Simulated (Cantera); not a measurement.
## Equilibrium for silicon carbide growth: SiH₂Cl₂ + C₃H₈ + H₂

A closed system holds: 1 mol SiH₂Cl₂, 0.61 mol C₃H₈, a varied amount of H₂, at 2125 K and 0.0500 bar.

Equilibrium computed with Cantera from the NASA thermochemical tables; the gas is ideal and each condensed phase is pure. Candidate condensed phases: C, C₆H₆, C₇H₈, C₈H₁₈, Si, SiC; 109 gas species. The tables' values for SiCl are old estimates; treat these amounts as uncertain. Gases not in the tables: Si₂H₆ and higher silanes. Kinetics and transport are ignored.

| n(H₂) (mol) | x H₂ | x HCl | x H | x C₂H₂ (acetylene) | x Si | x Cl | x SiH | x SiCl₂ | n C(graphite) | n SiC(s) |
|---|---|---|---|---|---|---|---|---|---|---|
| 110 | 0.965 | 0.0170 | 0.0160 | 0.00162 | 0.000294 | 0.000206 | 3.32e-5 | 5.29e-5 | 0.501 | 0.946 |
| 150 | 0.969 | 0.0126 | 0.0160 | 0.00162 | 0.000294 | 0.000153 | 3.33e-5 | 2.90e-5 | 0.379 | 0.932 |
| 190 | 0.972 | 0.0100 | 0.0160 | 0.00163 | 0.000294 | 0.000121 | 3.34e-5 | 1.83e-5 | 0.258 | 0.917 |
| 240 | 0.974 | 0.00798 | 0.0160 | 0.00163 | 0.000294 | 9.64e-5 | 3.34e-5 | 1.16e-5 | 0.107 | 0.898 |
| 300 | 0.976 | 0.00641 | 0.0160 | 0.00152 | 0.000305 | 7.74e-5 | 3.46e-5 | 7.71e-6 | 0 | 0.871 |
| 380 | 0.977 | 0.00508 | 0.0161 | 0.00126 | 0.000335 | 6.12e-5 | 3.81e-5 | 5.31e-6 | 0 | 0.824 |
| 490 | 0.978 | 0.00395 | 0.0161 | 0.00104 | 0.000369 | 4.76e-5 | 4.20e-5 | 3.53e-6 | 0 | 0.755 |
| 620 | 0.979 | 0.00313 | 0.0161 | 0.000890 | 0.000399 | 3.77e-5 | 4.55e-5 | 2.40e-6 | 0 | 0.667 |
| 790 | 0.980 | 0.00246 | 0.0161 | 0.000768 | 0.000430 | 2.96e-5 | 4.90e-5 | 1.59e-6 | 0 | 0.548 |
| 1000 | 0.981 | 0.00195 | 0.0161 | 0.000677 | 0.000458 | 2.34e-5 | 5.22e-5 | 1.06e-6 | 0 | 0.394 |
| 1300 | 0.981 | 0.00150 | 0.0161 | 0.000601 | 0.000486 | 1.80e-5 | 5.54e-5 | 6.68e-7 | 0 | 0.168 |
| 1600 | 0.982 | 0.00122 | 0.0161 | 0.000538 | 0.000479 | 1.47e-5 | 5.46e-5 | 4.35e-7 | 0 | 0 |
x: gas mole fraction; n: condensed amount in mol.

From 110 mol H₂ to 240 mol H₂ the condensed part is C(graphite) + SiC(s). From 300 mol H₂ to 1300 mol H₂ the condensed part is SiC(s). At 1600 mol H₂ nothing is condensed. The main Si-bearing gas is Si throughout. The share of Si in condensed phases is highest at 110 mol H₂ (94.6 %) and lowest at 1600 mol H₂ (0.0 %).
